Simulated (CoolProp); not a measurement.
Values from CoolProp's reference Helmholtz-energy equation of state, Smukala 2000.

Task: For ethylene, give the phase and the Z, cp (kJ/(kg K)), expansivity (1/kK) at 41.65 °C and 0.826 MPa.

Result: 
- 41.65 °C and 0.826 MPa: gas; Z 0.960, cp 1.66, expansivity 3.61
